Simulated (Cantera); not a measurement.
Feed: 1 mol Zr, 0.14 mol N₂O, 140 mol H₂, 3 mol N₂, at 1475 K and 0.0900 Torr.

Equilibrium computed with Cantera from the NASA thermochemical tables; the gas is ideal and each condensed phase is pure. Candidate condensed phases: H₂O, Zr, ZrN, ZrO₂; 28 gas species. Mutual solubility and eutectic melting of coexisting phases are not modelled. ZrN: taken at fixed stoichiometry. Condensed phases not in the tables: solid solutions among these carbides, nitrides and lower oxides. Equilibrium is a limit: real reactors are often held back by kinetics, nucleation or transport.

Base state: H₂ 0.980, N₂ 0.0187, H 0.00117 (mole fractions); condensed: ZrN(s) + ZrO₂(monoclinic).

What changes in the equilibrium state with this change: temperature from 1475 K to 2650 K?


```json
[
 {"species": "H", "before": "0.00117", "after": "0.937"},
 {"species": "H₂", "before": "0.980", "after": "0.0479"},
 {"species": "N₂", "before": "0.0187", "after": "0.0116"},
 {"species": "Zr", "before": "<1e-9", "after": "0.00317"},
 {"species": "ZrO", "before": "<1e-9", "after": "0.000515"},
 {"species": "N", "before": "<1e-9", "after": "1.07e-5"},
 {"species": "ZrN(s), mol", "before": "0.930", "after": "0"},
 {"species": "ZrO₂(monoclinic), mol", "before": "0.0699", "after": "0"}
]
```
